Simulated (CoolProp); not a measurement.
R143a along the isobar 39.7 bar: Z from the reference equation and from simpler models built on Tc = 72.7 °C, pc = 37.62 bar, ω = 0.261; each cubic takes its own stable root.

The numbers come from the reference Helmholtz-energy equation of state, Lemmon and Jacobsen 2000 in CoolProp.

| T (°C) | phase | reference |
|---|---|---|
| -28.15 | liquid | 0.1456 |
| -11.25 | liquid | 0.1423 |
| 5.65 | liquid | 0.1406 |
| 22.55 | liquid | 0.1407 |
| 39.35 | liquid | 0.1435 |
| 56.25 | liquid | 0.1519 |
| 73.15 | supercritical | 0.1918 |
| 90.05 | supercritical | 0.5695 |
| 106.85 | supercritical | 0.6687 |
| 123.75 | supercritical | 0.7325 |
| 140.65 | supercritical | 0.7789 |
| 157.55 | supercritical | 0.8148 |
| 174.35 | supercritical | 0.8434 |
| 191.25 | supercritical | 0.8669 |
| 208.15 | supercritical | 0.8864 |
| 225.05 | supercritical | 0.9029 |

**Question.** How far does each simpler model (van der Waals, Redlich-Kwong, Soave-Redlich-Kwong, Peng-Robinson) lie from the reference over these 16 states: mean and median of the absolute difference, and the worst?

**Answer.** 
- van der Waals: mean 32.2 %, median 3.5 %, worst +74.5 % at -28.15 °C and 39.7 bar
- Redlich-Kwong: mean 12.7 %, median 1.8 %, worst +36.8 % at 73.15 °C and 39.7 bar
- Soave-Redlich-Kwong: mean 12.0 %, median 4.7 %, worst +37.4 % at 73.15 °C and 39.7 bar
- Peng-Robinson: mean 4.4 %, median 0.3 %, worst +25.2 % at 73.15 °C and 39.7 bar
